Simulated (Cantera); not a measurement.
What does this Cantera script print?

```python
import numpy as np
import cantera as ct

gas_names = """
    B BH BH2 BH3 BN BO BO2 B2 B2O B2O2 B2O3 B3O3H3 H HBO HBO2 HNO HNO2 HNO3 HO2 H2 H2O H2O2 H3B3O6 N NH
    NH2 NH3 NH2OH NO NO2 NO3 N2 N2H2 N2H4 N2O O OH O2 O3
""".split()
cond_names = """
    B(b) B(L) BN(s) B2O3(L) B3O3H3(cr) H2O(s) H2O(L)
""".split()


def load(file, names, dense=False):
    # The tables refer to 1 bar. Condensed volumes are neglected.
    table = {s.name: s for s in ct.Species.list_from_file(file)}
    out = []
    for n in names:
        d = dict(table[n].input_data)
        d["thermo"] = dict(d["thermo"], **{"reference-pressure": 1e5})
        if dense:
            d["equation-of-state"] = {"model": "constant-volume", "density": "1e6 g/cm^3"}
        out.append(ct.Species.from_dict(d))
    return out


gas = ct.Solution(thermo="ideal-gas", species=load("nasa_gas.yaml", gas_names))
cond = {s.name: ct.Solution(thermo="fixed-stoichiometry", species=[s], name=s.name)
        for s in load("nasa_condensed.yaml", cond_names, dense=True)}
atoms = {
    'borazine': {'B': 3, 'N': 3, 'H': 6},
    'O2': {'O': 2},
}
top_T = {'BN(s)': 3200}  # K; cautious upper limits of use, not melting points


def equilibrate(T, P, feed):
    n = {}
    for name, mol in feed.items():
        for a, k in atoms[name].items():
            n[a] = n.get(a, 0.0) + k * mol
    gas.TPX = T, P, n
    mass = sum(n.values()) * gas.mean_molecular_weight
    gas.equilibrate("TP")
    valid = [c for c in cond.values() if c.min_temp <= T <= top_T.get(c.name, c.max_temp)]
    mix = ct.Mixture([(gas, mass / gas.mean_molecular_weight)] + [(c, 0.0) for c in valid])
    mix.T, mix.P = T, P
    mix.equilibrate("TP", solver="vcs", rtol=1e-11, max_steps=5000)
    return mix


results = []
feed = {'borazine': 1, 'O2': 7.4}  # mol
P = 31000  # Pa
for T in [1675, 1775, 1875, 1975, 2075, 2175, 2275, 2375]:
    mix = equilibrate(T, P, feed)
    results.append((T, P, feed, dict(zip(mix.species_names, mix.species_moles))))
    x = sorted(zip(gas.X, gas.species_names), reverse=True)
    print(f"T = {T:g} K  P = {P:g} Pa  gas = {mix.phase_moles(0):.4g} mol")
    print("   x: " + "  ".join(f"{s} {v:.3e}" for v, s in x if v > 1e-05))
    print("   condensed (mol): " + ("  ".join(f"{mix.phase(i).name} {mix.phase_moles(i):.4g}"
          for i in range(1, mix.n_phases) if mix.phase_moles(i) > 1e-12) or "none"))
```

Output:

```
T = 1675 K  P = 31000 Pa  gas = 8.574 mol
   x: O2 4.245e-01  H2O 3.016e-01  N2 1.741e-01  HBO2 9.482e-02  NO 1.760e-03  B2O3 1.694e-03  OH 8.497e-04  BO2 3.262e-04  H3B3O6 2.852e-04  O 3.998e-05  H2 1.282e-05
   condensed (mol): B2O3(L) 1.074
T = 1775 K  P = 31000 Pa  gas = 8.978 mol
   x: O2 4.046e-01  H2O 2.499e-01  HBO2 1.664e-01  N2 1.659e-01  B2O3 7.770e-03  NO 2.428e-03  OH 1.477e-03  BO2 1.196e-03  H3B3O6 1.764e-04  O 1.094e-04  H2 3.001e-05
   condensed (mol): B2O3(L) 0.6754
T = 1875 K  P = 31000 Pa  gas = 9.664 mol
   x: O2 3.745e-01  HBO2 2.494e-01  H2O 1.844e-01  N2 1.536e-01  B2O3 2.855e-02  BO2 3.672e-03  NO 3.130e-03  OH 2.241e-03  O 2.644e-04  H3B3O6 8.669e-05  H2 5.703e-05
   condensed (mol): none
T = 1975 K  P = 31000 Pa  gas = 9.677 mol
   x: O2 3.724e-01  HBO2 2.415e-01  H2O 1.872e-01  N2 1.529e-01  B2O3 3.126e-02  BO2 5.964e-03  NO 4.191e-03  OH 3.826e-03  O 6.038e-04  H2 1.313e-04  H 2.816e-05  H3B3O6 1.414e-05
   condensed (mol): none
T = 2075 K  P = 31000 Pa  gas = 9.695 mol
   x: O2 3.694e-01  HBO2 2.331e-01  H2O 1.895e-01  N2 1.520e-01  B2O3 3.358e-02  BO2 9.188e-03  OH 6.194e-03  NO 5.443e-03  O 1.272e-03  H2 2.790e-04  H 7.991e-05
   condensed (mol): none
T = 2175 K  P = 31000 Pa  gas = 9.723 mol
   x: O2 3.653e-01  HBO2 2.241e-01  H2O 1.911e-01  N2 1.508e-01  B2O3 3.545e-02  BO2 1.352e-02  OH 9.568e-03  NO 6.879e-03  O 2.500e-03  H2 5.530e-04  H 2.062e-04  BO 2.913e-05
   condensed (mol): none
T = 2275 K  P = 31000 Pa  gas = 9.763 mol
   x: O2 3.596e-01  HBO2 2.145e-01  H2O 1.917e-01  N2 1.494e-01  B2O3 3.682e-02  BO2 1.908e-02  OH 1.417e-02  NO 8.484e-03  O 4.618e-03  H2 1.031e-03  H 4.895e-04  BO 8.049e-05  HBO 1.482e-05  HO2 1.168e-05
   condensed (mol): none
T = 2375 K  P = 31000 Pa  gas = 9.821 mol
   x: O2 3.522e-01  HBO2 2.040e-01  H2O 1.910e-01  N2 1.476e-01  B2O3 3.764e-02  BO2 2.595e-02  OH 2.021e-02  NO 1.023e-02  O 8.077e-03  H2 1.817e-03  H 1.080e-03  BO 2.029e-04  HBO 3.223e-05  HO2 1.549e-05
   condensed (mol): none
```

Cantera equilibrium calculation (NASA polynomials, part measured and part estimated; ideal gas, pure solids and liquids). The feed counts by its element totals alone. Gases not in the tables: H3BO3.
